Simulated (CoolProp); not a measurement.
Vapour-liquid equilibrium of ethylene (1) + ethane (2) at -28.25 °C; x and y are mole fractions of (1).

Computed with CoolProp (multi-fluid Helmholtz-energy mixture model, Smukala 2000 and Bücker 2006; pair parameters Bell 2016).

**Question.** Give the bubble pressure and the first vapour's composition at x = 0.35, 0.8, 0.95. Is there an azeotrope?

**Answer.** x = 0.35: 1.458 MPa, y = 0.457; x = 0.8: 1.849 MPa, y = 0.853; x = 0.95: 1.985 MPa, y = 0.965. No azeotrope shows between x = 0.05 and 0.95.

The pair parameters rest on a limited set of measurements; away from them the model extrapolates.
